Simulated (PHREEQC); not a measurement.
A solution holds 38 mmol/kgw H2SO4 and 2.9 mmol/kgw NaCl, at 25 °C. Closed to the air; pH follows from the charge balance.

All values are PHREEQC results (ion-association model, phreeqc.dat), not measurements.

No solid was allowed to form.

Problem. Predict the pH, ionic strength.

Solution. pH 1.38; ionic strength 0.0648 mol/kgw.

Problem. In which forms is Na present?

Solution. Na+ 98 %, NaSO4- 2.5 % of the Na.
